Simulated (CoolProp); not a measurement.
n-perfluorobutane at several states: density (kg/m³) from the reference equation and from simpler models built on Tc = 386.3 K, pc = 2.322 MPa, ω = 0.372; each cubic takes its own stable root.

The numbers come from the reference Helmholtz-energy equation of state, Gao 2022 in CoolProp.

```csv
T (K),p (MPa),phase,reference,van der Waals,Soave-Redlich-Kwong
353.1,1.54,liquid,1238,___,1083
327.3,0.0427,gas,3.774,3.766,3.777
416,5.28,supercritical,___,747.5,___
402.6,0.0385,gas,2.750,2.750,2.751
385.6,0.328,gas,25.57,25.46,___
173.5,2.09,liquid,1940,1171,___
```

Question: What belongs in the gaps?

Answer: 
- 353.1, van der Waals: 193.9
- 416, reference: 906.5
- 416, Soave-Redlich-Kwong: 793.5
- 385.6, Soave-Redlich-Kwong: 25.63
- 173.5, Soave-Redlich-Kwong: 1779

At some of these states van der Waals gives the other phase, because its saturation line lies elsewhere.
